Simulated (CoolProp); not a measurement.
Aqueous lithium chloride as a coolant, 20 % by mass, freezing at -43.9 °C, 1 atm.

Computed with CoolProp (Melinder's fits for secondary coolants).

```json
[
 {"T (°C)": "-34.9", "Prandtl number": "100", "cp (kJ/(kg K))": "2.929", "conductivity (W/(m K))": "(withheld)", "viscosity (mPa s)": "16.3"},
 {"T (°C)": "-27.8", "Prandtl number": "67.7", "cp (kJ/(kg K))": "2.972", "conductivity (W/(m K))": "0.486", "viscosity (mPa s)": "(withheld)"},
 {"T (°C)": "-20.8", "Prandtl number": "(withheld)", "cp (kJ/(kg K))": "3.013", "conductivity (W/(m K))": "0.496", "viscosity (mPa s)": "(withheld)"},
 {"T (°C)": "-13.7", "Prandtl number": "(withheld)", "cp (kJ/(kg K))": "3.056", "conductivity (W/(m K))": "0.506", "viscosity (mPa s)": "5.81"},
 {"T (°C)": "-6.6", "Prandtl number": "26.7", "cp (kJ/(kg K))": "3.098", "conductivity (W/(m K))": "0.516", "viscosity (mPa s)": "4.45"},
 {"T (°C)": "0.4", "Prandtl number": "21.1", "cp (kJ/(kg K))": "3.140", "conductivity (W/(m K))": "0.525", "viscosity (mPa s)": "3.53"},
 {"T (°C)": "7.5", "Prandtl number": "17.1", "cp (kJ/(kg K))": "3.183", "conductivity (W/(m K))": "0.535", "viscosity (mPa s)": "2.87"},
 {"T (°C)": "14.6", "Prandtl number": "14.2", "cp (kJ/(kg K))": "3.225", "conductivity (W/(m K))": "0.545", "viscosity (mPa s)": "2.39"},
 {"T (°C)": "21.6", "Prandtl number": "12.0", "cp (kJ/(kg K))": "3.267", "conductivity (W/(m K))": "0.555", "viscosity (mPa s)": "(withheld)"},
 {"T (°C)": "28.7", "Prandtl number": "10.3", "cp (kJ/(kg K))": "3.309", "conductivity (W/(m K))": "0.564", "viscosity (mPa s)": "1.76"},
 {"T (°C)": "35.8", "Prandtl number": "9.01", "cp (kJ/(kg K))": "3.351", "conductivity (W/(m K))": "0.574", "viscosity (mPa s)": "1.54"}
]
```

Fill in the missing entries.


- -34.9, conductivity (W/(m K)): 0.476
- -27.8, viscosity (mPa s): 11.1
- -20.8, Prandtl number: 47.9
- -20.8, viscosity (mPa s): 7.88
- -13.7, Prandtl number: 35.1
- 21.6, viscosity (mPa s): 2.04
